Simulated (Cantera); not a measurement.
Cantera run:

```python
import numpy as np
import cantera as ct

gas_names = """
    H H2 H2S N NH NH2 NH3 N2 N2H2 N2H4 S SH SN S2 S8
""".split()
cond_names = """
    S(cr1) S(cr2) S(L)
""".split()


# ... load() reads the species with a 1 bar reference pressure and builds the phases ...
atoms = {
    'S': {'S': 1},
    'H2': {'H': 2},
    'N2': {'N': 2},
}
top_T = {}  # K; cautious upper limits of use, not melting points


# ... equilibrate(T, P, feed) seeds the gas with the atoms and calls Mixture.equilibrate('TP', solver="vcs", rtol=1e-11, max_steps=5000) ...
results = []
feed = {'S': 1, 'H2': 0.35, 'N2': 2.7}  # mol
P = 1700000  # Pa
for T in [2248, 2298, 2348, 2398, 2448, 2498, 2548, 2598, 2648, 2698]:
    mix = equilibrate(T, P, feed)
    results.append((T, P, feed, dict(zip(mix.species_names, mix.species_moles))))

top = {s: max(r[3][s] / sum(r[3][g] for g in gas_names) for r in results) for s in gas_names}
cols = sorted((s for s in top if top[s] > 0.0001), key=lambda s: -top[s])[:5]
seen = [c for c in cond_names if any(r[3].get(c, 0) > 1e-12 for r in results)]
print("log10 of partial pressures in bar; condensed amounts in mol")
print(f"{'T/K':>10s}" + "".join(f"{s[:9]:>10s}" for s in cols + seen))
for T, P, feed, n in results:
    ng = sum(n[g] for g in gas_names)
    print(f"{T:10.4g}" + "".join(f"{np.log10(max(n[s] / ng * P / 1e5, 1e-99)):10.3f}" for s in cols)
          + "".join(f"{n.get(c, 0):10.4g}" for c in seen))
```

Output:

```
log10 of partial pressures in bar; condensed amounts in mol
       T/K        N2        S2        H2       H2S        SH
      2248     1.118     0.317     0.040    -0.291    -0.755
      2298     1.117     0.318     0.050    -0.326    -0.712
      2348     1.117     0.318     0.059    -0.361    -0.672
      2398     1.116     0.318     0.067    -0.395    -0.634
      2448     1.115     0.318     0.073    -0.430    -0.599
      2498     1.115     0.316     0.077    -0.464    -0.566
      2548     1.114     0.315     0.081    -0.498    -0.534
      2598     1.114     0.313     0.084    -0.532    -0.505
      2648     1.113     0.310     0.086    -0.566    -0.478
      2698     1.112     0.307     0.086    -0.600    -0.453
```

Method: chemical equilibrium by Gibbs-energy minimisation in Cantera with the NASA 1993 tables (ideal gas, pure condensed phases).
